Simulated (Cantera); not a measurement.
## Premixed flame

A freely propagating, adiabatic, planar premixed flame of CH4 : H2 : O2 : N2 = 1 : 0.47 : 2.28 : 8.58 (molar parts), equivalence ratio 0.98, unburnt at 475 K and 1.00 bar; unity-Lewis-number transport, grid criteria slope 0.08 and curve 0.16, no radiation.

Detailed kinetics in Cantera: GRI-Mech 3.0 (53 species, 325 reactions). Unity Lewis numbers drop preferential diffusion, which matters most where H2 and H carry the flame. Burning velocities carry a grid error of a few per cent, more on coarse grids.

```tsv
z (mm)	T (K)	u (m/s)	x CH4	x H2	x O2	x HO2	x CH2CO	x NO
-1.09	475	0.809	0.0811	0.0381	0.185	7.41e-8	1.11e-8	<1e-8
-0.725	478	0.813	0.0810	0.0381	0.185	7.17e-7	1.08e-7	1.53e-8
-0.544	487	0.829	0.0805	0.0381	0.184	3.12e-6	4.82e-7	6.94e-8
-0.362	549	0.936	0.0771	0.0378	0.178	1.75e-5	2.97e-6	4.65e-7
-0.181	915	1.57	0.0562	0.0365	0.144	7.50e-5	1.92e-5	3.60e-6
-0.0906	1318	2.27	0.0309	0.0347	0.102	0.000127	4.05e-5	7.73e-6
0	1728	3.01	0.00584	0.0286	0.0540	7.14e-5	3.73e-5	1.37e-5
0.0906	1881	3.28	0.000233	0.0189	0.0314	1.33e-5	4.41e-6	2.01e-5
0.181	1933	3.36	5.41e-6	0.0169	0.0259	8.52e-6	1.77e-7	2.44e-5
0.362	2002	3.46	1.11e-8	0.0160	0.0224	6.48e-6	<1e-8	2.98e-5
0.725	2086	3.58	<1e-8	0.0137	0.0193	4.56e-6	<1e-8	3.81e-5
1.45	2169	3.70	<1e-8	0.0107	0.0163	2.98e-6	<1e-8	5.16e-5
2.90	2238	3.80	<1e-8	0.00800	0.0134	1.98e-6	<1e-8	7.43e-5
```
x: mole fraction of selected species; z is measured from the peak of heat release.

```
Property                     Result
------------------------  ---------
laminar burning velocity  80.9 cm/s
thermal thickness          0.362 mm
peak x(HO2)                0.000134
peak x(CH2CO)               4.78e-5
grid points                     142
```
